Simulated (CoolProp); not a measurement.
n-perfluoropentane along the isobar 18.9 bar: Z from the reference equation and from simpler models built on Tc = 421.0 K, pc = 20.63 bar, ω = 0.436; each cubic takes its own stable root.

Computed with CoolProp (reference Helmholtz-energy equation of state, Gao 2022).

```
T (K)   phase  reference
-----  ------  ---------
330.4  liquid     0.1317
340.1  liquid     0.1311
349.8  liquid     0.1309
359.4  liquid     0.1312
369.1  liquid     0.1321
378.8  liquid     0.1337
388.4  liquid     0.1365
398.1  liquid     0.1411
407.7  liquid     0.1499
427.1     gas     0.5760
```

Question: How far does each simpler model (van der Waals, Redlich-Kwong, Soave-Redlich-Kwong, Peng-Robinson) lie from the reference over these 10 states: mean and median of the absolute difference, and the worst?

Answer: 
- van der Waals: mean 57.3 %, median 62.3 %, worst +66.3 % at 407.7 K and 18.9 bar
- Redlich-Kwong: mean 18.6 %, median 18.7 %, worst +29.4 % at 407.7 K and 18.9 bar
- Soave-Redlich-Kwong: mean 11.4 %, median 10.4 %, worst +20.9 % at 407.7 K and 18.9 bar
- Peng-Robinson: mean 3.2 %, median 3.3 %, worst +7.9 % at 407.7 K and 18.9 bar
